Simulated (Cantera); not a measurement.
## H₂S + O₂ (abatement and gas-phase synthesis)

Input: 1 mol H₂S, a varied amount of O₂, equilibrated at 1123.15 K and 750 Torr.

Method: chemical equilibrium by Gibbs-energy minimisation in Cantera with the NASA 1993 tables (ideal gas, pure condensed phases). Candidate condensed phases: H₂O, H₂SO₄, S; 19 gas species. Gases not in the tables: S₃ to S₇. Kinetics and transport are ignored.

From 0.13 mol O₂ to 0.54 mol O₂ nothing is condensed.

```
n(O₂) (mol)  x H₂S  x H₂O   x S₂     x SO₂     x H₂
-----------  -----  -----  -----  --------  -------
0.13         0.603  0.224  0.131  0.000602   0.0402
0.16         0.546  0.268  0.150   0.00129   0.0340
0.2          0.473  0.322  0.173   0.00304   0.0275
0.24         0.408  0.370  0.192   0.00634   0.0225
0.3          0.324  0.428  0.213    0.0156   0.0170
0.36         0.260  0.469  0.223    0.0312   0.0133
0.44         0.200  0.503  0.222    0.0603   0.0103
0.54         0.151  0.523  0.208     0.104  0.00800
```
x: gas mole fraction; nothing condenses.
